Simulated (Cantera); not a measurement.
An isothermal, constant-pressure homogeneous reactor starts with H2 : O2 = 0.11 : 1 (molar parts), equivalence ratio 0.055, at 925 K and 20.0 Torr.

Cantera simulation using GRI-Mech 3.0 (53 species, 325 reactions); the numbers are that mechanism's predictions, not measurements. Radical loss at walls, strong at low pressure, is not modelled. Below about 950 K walls govern HO2 and H2O2 in real vessels. The temperature is held fixed by assumption; the heat of reaction is taken as removed at once.

x: mole fraction; the columns are a selection and need not sum to one.

```json
[
 {"t (s)": "7.00e-5", "x H2": "0.0991", "x O2": "0.901", "x H2O": "1.76e-12", "x O": "3.00e-12", "x H": "1.17e-11"},
 {"t (s)": "0.000251", "x H2": "0.0991", "x O2": "0.901", "x H2O": "4.71e-11", "x O": "3.50e-11", "x H": "5.63e-11"},
 {"t (s)": "0.000903", "x H2": "0.0991", "x O2": "0.901", "x H2O": "3.92e-9", "x O": "1.74e-9", "x H": "?"},
 {"t (s)": "0.00325", "x H2": "0.0978", "x O2": "0.900", "x H2O": "0.000982", "x O": "0.000395", "x H": "?"},
 {"t (s)": "0.0117", "x H2": "0.00130", "x O2": "0.894", "x H2O": "0.102", "x O": "0.00129", "x H": "?"},
 {"t (s)": "0.0419", "x H2": "0.000173", "x O2": "0.896", "x H2O": "0.104", "x O": "0.000101", "x H": "?"},
 {"t (s)": "0.150", "x H2": "2.49e-5", "x O2": "0.896", "x H2O": "0.104", "x O": "1.23e-5", "x H": "?"},
 {"t (s)": "0.540", "x H2": "2.19e-6", "x O2": "0.896", "x H2O": "0.104", "x O": "1.48e-6", "x H": "?"},
 {"t (s)": "1.94", "x H2": "1.00e-7", "x O2": "0.896", "x H2O": "0.104", "x O": "2.07e-7", "x H": "4.62e-10"},
 {"t (s)": "6.97", "x H2": "3.99e-9", "x O2": "0.896", "x H2O": "0.104", "x O": "3.93e-8", "x H": "3.70e-11"},
 {"t (s)": "25.1", "x H2": "6.41e-10", "x O2": "0.896", "x H2O": "0.104", "x O": "9.20e-9", "x H": "4.16e-12"},
 {"t (s)": "90.0", "x H2": "1.51e-10", "x O2": "0.896", "x H2O": "0.104", "x O": "2.35e-9", "x H": "<1e-12"}
]
```

Task: What belongs in the gaps?

Result: 
- 0.000903, x H: 2.15e-9
- 0.00325, x H: 0.000502
- 0.0117, x H: 0.000340
- 0.0419, x H: 5.03e-6
- 0.150, x H: 2.18e-7
- 0.540, x H: 9.32e-9
